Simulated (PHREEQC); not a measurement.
Hard or scaling water (model solution)

Solution (25 °C and 500 atm): 0.00032 mol Ca(HCO3)2, 0.017 mol CO2 and 7.5e-05 mol H4SiO4 per kg of water. Closed to the air; pH follows from the charge balance.

The numbers come from PHREEQC with the ion-association model, phreeqc.dat.

Each row changes one thing in this solution. No solid was allowed to form.

```json
[
 {"case": "as made", "pH": "4.69", "ionic strength (mol/kgw)": "0.000977", "HCO3- (mol/kgw)": "0.000659", "CO3-2 (mol/kgw)": "2.86e-9", "SI of Quartz (SiO2)": "-0.19"},
 {"case": "Ca(HCO3)2 replaced by CaSO4 at the same molality", "pH": "3.95", "ionic strength (mol/kgw)": "0.00136", "HCO3- (mol/kgw)": "0.000119", "CO3-2 (mol/kgw)": "9.50e-11", "SI of Quartz (SiO2)": "-0.19"},
 {"case": "Ca(HCO3)2 left out", "pH": "3.94", "ionic strength (mol/kgw)": "0.000115", "HCO3- (mol/kgw)": "0.000115", "CO3-2 (mol/kgw)": "8.43e-11", "SI of Quartz (SiO2)": "-0.19"},
 {"case": "0.0025 mol/kgw KHF2 added", "pH": "3.45", "ionic strength (mol/kgw)": "0.00390", "HCO3- (mol/kgw)": "4.09e-5", "CO3-2 (mol/kgw)": "1.13e-11", "SI of Quartz (SiO2)": "-1.15"},
 {"case": "Ca(HCO3)2 from 0.00032 to 0.0016 mol/kgw", "pH": "5.35", "ionic strength (mol/kgw)": "0.00471", "HCO3- (mol/kgw)": "0.00316", "CO3-2 (mol/kgw)": "7.05e-8", "SI of Quartz (SiO2)": "-0.19"},
 {"case": "CO2 left out", "pH": "7.93", "ionic strength (mol/kgw)": "0.000955", "HCO3- (mol/kgw)": "0.000622", "CO3-2 (mol/kgw)": "4.68e-6", "SI of Quartz (SiO2)": "-0.20"}
]
```

Some of these states are supersaturated (in Fluorite, for instance). Under pressure, the constants of complexes without a molar volume in the database are unreliable. SiF6-2 is the database's only silicon fluoride.
